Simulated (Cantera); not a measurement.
Cantera run:

```python
import numpy as np
import cantera as ct

gas_names = """
    Electron C C+ C- CN CN+ CN- C2 C2+ C2- CCN CNC C2N2 C3 C4 C4N2 C5 N N+ N- N2 N2+ N2- Si Si+ SiC SiC2
    SiN Si2 Si2C Si2N Si3
""".split()
cond_names = """
    C(gr) Si(cr) Si(L) SiC(b) Si3N4(a)
""".split()


# ... load() reads the species with a 1 bar reference pressure and builds the phases ...
atoms = {
    'SiC': {'Si': 1, 'C': 1},
    'Si': {'Si': 1},
    'N2': {'N': 2},
}
top_T = {'C(gr)': 4500, 'SiC(b)': 3050, 'Si3N4(a)': 2400}  # K; cautious upper limits of use, not melting points


# ... equilibrate(T, P, feed) seeds the gas with the atoms and calls Mixture.equilibrate('TP', solver="vcs", rtol=1e-11, max_steps=5000) ...
results = []
feed = {'SiC': 1, 'Si': 0.49, 'N2': 0.02}  # mol
P = 55  # Pa
for T in [2500, 3000, 3500, 4000, 4500, 5000]:
    mix = equilibrate(T, P, feed)
    results.append((T, P, feed, dict(zip(mix.species_names, mix.species_moles))))

top = {s: max(r[3][s] / sum(r[3][g] for g in gas_names) for r in results) for s in gas_names}
cols = sorted((s for s in top if top[s] > 1e-06), key=lambda s: -top[s])[:5]
seen = [c for c in cond_names if any(r[3].get(c, 0) > 1e-12 for r in results)]
print("log10 of partial pressures in bar; condensed amounts in mol")
print(f"{'T/K':>10s}" + "".join(f"{s[:9]:>10s}" for s in cols + seen))
for T, P, feed, n in results:
    ng = sum(n[g] for g in gas_names)
    print(f"{T:10.4g}" + "".join(f"{np.log10(max(n[s] / ng * P / 1e5, 1e-99)):10.3f}" for s in cols)
          + "".join(f"{n.get(c, 0):10.4g}" for c in seen))
```

It prints:

```
log10 of partial pressures in bar; condensed amounts in mol
       T/K        Si         C      SiC2        C3  Electron     C(gr)
      2500    -3.385    -6.779    -3.971    -6.304    -8.854    0.3729
      3000    -3.408    -4.603    -4.098    -4.430    -7.396         0
      3500    -3.466    -3.746    -5.625    -5.191    -6.362         0
      4000    -3.491    -3.669    -7.881    -7.463    -5.571         0
      4500    -3.513    -3.672    -9.763    -9.422    -4.951         0
      5000    -3.569    -3.691   -11.334   -11.037    -4.468         0
```

Equilibrium computed with Cantera from the NASA thermochemical tables; the gas is ideal and each condensed phase is pure. The tables' values for SiN are old estimates; treat these amounts as uncertain.
